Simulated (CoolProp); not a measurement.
A single-stage vapour-compression cycle with R507A: evaporating at 209.15 K (dew point), condensing at 235.15 K (bubble point), superheat 10 K, subcooling 5 K, compressor efficiency 0.8, no pressure losses. Each further row changes one setting.

The numbers come from the reference Helmholtz-energy equation of state, Lemmon 2003 in CoolProp. It is a pseudo-pure fit of the blend.

| case | cooling COP | pressure ratio | discharge temperature (K) | refrigerating effect (kJ/kg) | volumetric capacity (kJ/m³) |
|---|---|---|---|---|---|
| as stated | 5.95 | 3.73 | 263.7 | 189 | 426 |
| evaporating temperature 214.15 K | 7.69 | 2.81 | 259.3 | 192 | 565 |
| condensing temperature 230.15 K | 7.50 | 2.97 | 255.8 | 195 | 440 |
| subcooling 10 K | 6.14 | 3.73 | 263.7 | 195 | 440 |
| superheat 20 K | 5.90 | 3.73 | 274.3 | 196 | 422 |
| compressor efficiency 0.7 | 5.20 | 3.73 | 269.1 | 189 | 426 |
